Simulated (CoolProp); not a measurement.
Vapour-liquid equilibrium of propylene (1) + R125 (2) at -63.15 °C; x and y are mole fractions of (1).

Computed with CoolProp (multi-fluid Helmholtz-energy mixture model, Lemmon 2013 and Lemmon 2005; pair parameters Bell 2016).

```tsv
x	bubble pressure (bar)	y at the bubble point	dew pressure at overall composition x (bar)	liquid density (mol/L)
0.05	0.5125	0.153	0.4721	13.10
0.15	0.5872	0.319	0.5114	13.22
0.25	0.6262	0.405	0.5552	13.34
0.35	0.6452	0.458	0.6018	13.49
0.45	0.6532	0.495	0.6429	13.66
0.55	0.6543	0.528	0.6517	13.84
0.65	0.6489	0.564	0.6186	14.05
0.75	0.6335	0.613	0.5736	14.28
0.85	0.5993	0.694	0.5295	14.53
0.95	0.5289	0.851	0.4894	14.80
```

y crosses x between x = 0.45 and 0.55: the model has an azeotrope there.

The pair parameters rest on a limited set of measurements; away from them the model extrapolates.
